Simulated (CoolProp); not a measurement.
Vapour-liquid equilibrium of C2F6 (R116) (1) + propane (2) at 8.49 bar; x and y are mole fractions of (1).

Values from CoolProp's multi-fluid Helmholtz-energy mixture model, Lemmon 2006 and Lemmon 2009; pair parameters Bell 2016.

| x | bubble temperature, mixture model (°C) | bubble temperature, Raoult's law (°C) | y, mixture model | y, Raoult's law |
|---|---|---|---|---|
| 0.05 | [?] | 15.8 | 0.340 | 0.162 |
| 0.2 | -15.1 | 4.5 | 0.661 | 0.488 |
| 0.35 | [?] | -4.1 | 0.725 | 0.680 |
| 0.5 | [?] | -11.0 | [?] | 0.803 |
| 0.65 | [?] | -16.6 | [?] | 0.886 |
| 0.8 | -25.4 | -21.4 | [?] | 0.945 |
| 0.95 | -26.5 | -25.5 | 0.956 | 0.988 |

**Question.** Some entries are withheld; supply them.

**Answer.** 
- 0.05, bubble temperature, mixture model (°C): 4.9
- 0.35, bubble temperature, mixture model (°C): -19.9
- 0.5, bubble temperature, mixture model (°C): -22.0
- 0.5, y, mixture model: 0.758
- 0.65, bubble temperature, mixture model (°C): -23.7
- 0.65, y, mixture model: 0.797
- 0.8, y, mixture model: 0.858

The largest gap from Raoult's law is -19.6 K in bubble temperature, at x = 0.2. No azeotrope shows between x = 0.05 and 0.95.

The pair parameters rest on a limited set of measurements; away from them the model extrapolates. With so large a gap from Raoult's law the liquid may split in two, which this calculation doesn't test in full.
